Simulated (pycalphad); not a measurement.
Source of the numbers: pycalphad with the COST 507 light-alloy database (1999); pressure 1 atm. These are 1990s assessments: newer ones move some temperatures and phases. Amounts are mole fractions of atoms.

Task: Give the equilibrium state of Al-2.3Si-2.32Fe (at.%) at 1000 K.

Result: liquid, fraction 0.983, with 2.3 Si, 2.0 Fe at.%; AL13FE4, fraction 0.017, with 0.28 Si, 23.8 Fe at.%.

Task: Give the equilibrium state of Al-2.3Si-2.32Fe (at.%) at 550 K.

Result: 
```
T = 550.00 K, P = 101325 Pa, N = 1 mol of atoms
G = -20280 J/mol, H = 3728 J/mol, S = 43.65 J/(mol K)  (SER reference)
chemical potentials (J/mol): Al -17722, Si -16692, Fe -128986
phase             fraction      x(Al)      x(Si)      x(Fe)
FCC_A1              0.8463     0.9999   0.000139   1.78e-07
ALFESI_BETA         0.1503     0.7000     0.1500     0.1500
ALFESI_ALPHA        0.0034     0.7123     0.0977     0.1900
```

Database names, with the compositions (at.%) that they take in these runs: AL13FE4: Al 76 Fe 24; ALFESI_ALPHA: Al 71-73 Fe 19 Si 8-10; ALFESI_BETA: Al 70 Si 15 Fe 15. FCC_A1 is fcc.
